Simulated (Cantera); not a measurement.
A freely propagating, adiabatic, planar premixed flame of 3.99 % C3H8, 18.2 % O2, 77.8 % N2, unburnt at 575 K and 1.00 bar; mixture-averaged transport, grid criteria slope 0.08 and curve 0.16, no radiation.

Computed with Cantera and GRI-Mech 3.0 (53 species, 325 reactions). GRI-Mech 3.0 was tuned for natural gas; its chemistry of propane as a main component is partial and can be far from experiment. Burning velocities carry a grid error of a few per cent, more on coarse grids.

x: mole fraction of selected species; z is measured from the peak of heat release.

```
z (mm)   T (K)  u (m/s)   x C3H8     x O2     x CH3     x NO      x O    x C2H4
-------  -----  -------  -------  -------  --------  -------  -------  --------
-0.897     575     1.26   0.0399    0.181     <1e-8    <1e-8    <1e-8   2.50e-7
-0.598     576     1.27   0.0398    0.181       [?]    <1e-8    <1e-8       [?]
-0.449     581     1.28   0.0397    0.180   4.19e-7  1.92e-8    <1e-8   4.35e-5
-0.299     618     1.37   0.0392    0.176   5.21e-6  1.49e-7    <1e-8  0.000421
-0.150     918     2.09   0.0305    0.147  0.000405  1.71e-6  2.35e-6   0.00534
-0.0748   1301     3.06   0.0120    0.107   0.00217  4.47e-6  6.81e-5    0.0108
0          [?]     4.06      [?]      [?]       [?]      [?]      [?]       [?]
0.0748    1873     4.52  7.49e-7   0.0331  0.000275  1.80e-5  0.00261  0.000356
0.150     1925     4.63    <1e-8   0.0216   2.00e-5  2.46e-5  0.00396   9.23e-6
0.299     1970     4.71    <1e-8   0.0149   7.87e-8  3.08e-5  0.00425     <1e-8
0.598     2024     4.81    <1e-8   0.0120     <1e-8  3.68e-5  0.00365     <1e-8
1.20      2089     4.94    <1e-8  0.00977     <1e-8  4.57e-5  0.00274     <1e-8
2.39      2160     5.09    <1e-8  0.00735     <1e-8  5.99e-5  0.00178     <1e-8
```

Problem. Some entries are withheld; supply them.

Solution. 
- -0.598, x CH3: 7.17e-8
- -0.598, x C2H4: 5.69e-6
- 0, T (K): 1690
- 0, x C3H8: 0.000492
- 0, x O2: 0.0611
- 0, x CH3: 0.00189
- 0, x NO: 9.87e-6
- 0, x O: 0.000760
- 0, x C2H4: 0.00498
